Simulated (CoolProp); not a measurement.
A Linde-Hampson liquefier for normal hydrogen: isothermal reversible compression at 280 K from 1 atm to 30 MPa, throttling to 1 atm, return gas leaving the recuperator 2 K below the feed. Each further row changes one setting.

Computed with CoolProp (reference Helmholtz-energy equation of state, Leachman 2009).

| case | compression work (kJ/kg of gas) |
|---|---|
| as stated | 6790 |
| high pressure 60 MPa | 7830 |
| warm-end temperature 310 K | 7500 |
| warm-end gap 7 K | 6790 |
